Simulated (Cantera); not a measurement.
Feed: 1 mol Si, 0.014 mol O₂, 33 mol H₂, held at 0.000480 bar.

These are equilibrium values from Cantera (NASA tables, ideal gas, pure condensed phases), not measurements of a reactor. Candidate condensed phases: H₂O, Si, SiO₂; 18 gas species. Gases not in the tables: Si₂H₆ and higher silanes. Equilibrium is a limit: real reactors are often held back by kinetics, nucleation or transport.

### Question
What share of the Si ends up in condensed phases as a function of T (K), at 1573, 1673, 1773, 1873, 1973, 2073, 2173?

### Answer
| T (K) | Si condensed (%) | as |
|---|---|---|
| 1573 | 96.8 | Si(s) |
| 1673 | 94.1 | Si(s) |
| 1773 | 81.7 | Si(l) |
| 1873 | 31.8 | Si(l) |
| 1973 | 0.0 | - |
| 2073 | 0.0 | - |
| 2173 | 0.0 | - |
